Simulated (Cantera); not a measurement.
A perfectly stirred reactor is fed with CH₄ : H₂ : O₂ = 0.0028 : 1 : 0.011 (molar parts), at 0.0267 bar; it is held at 2525 K, and followed from long to short residence time.

Computed with Cantera and GRI-Mech 3.0 (53 species, 325 reactions). Radical loss at walls, strong at low pressure, is not modelled.

Task: What does this change do: temperature 2525 to 2675 K?

Result: 
```tsv
quantity	before	after
x(CH₄) at τ = 8.40 s	1.26e-8	1.35e-9
x(H₂) at τ = 8.40 s	0.825	0.714
x(O₂) at τ = 8.40 s	7.02e-7	2.75e-6
x(O) at τ = 8.40 s	8.26e-5	0.000328
x(C₂H₆) at τ = 8.40 s	<1e-12	<1e-12
x(CH₄) at τ = 0.170 s	4.18e-6	3.13e-7
x(H₂) at τ = 0.170 s	0.885	0.796
x(O₂) at τ = 0.170 s	1.33e-6	1.63e-6
x(O) at τ = 0.170 s	2.80e-5	0.000139
x(C₂H₆) at τ = 0.170 s	<1e-12	<1e-12
```

Task: What does this change do: 0.02 parts H2O added?

Result: 
```
quantity                 before     after
----------------------  -------  --------
x(CH₄) at τ = 8.40 s    1.26e-8   7.00e-9
x(H₂) at τ = 8.40 s       0.825     0.809
x(O₂) at τ = 8.40 s     7.02e-7   2.89e-6
x(O) at τ = 8.40 s      8.26e-5  0.000169
x(C₂H₆) at τ = 8.40 s    <1e-12    <1e-12
x(CH₄) at τ = 0.170 s   4.18e-6   2.01e-6
x(H₂) at τ = 0.170 s      0.885     0.866
x(O₂) at τ = 0.170 s    1.33e-6   2.06e-6
x(O) at τ = 0.170 s     2.80e-5   5.93e-5
x(C₂H₆) at τ = 0.170 s   <1e-12    <1e-12
```
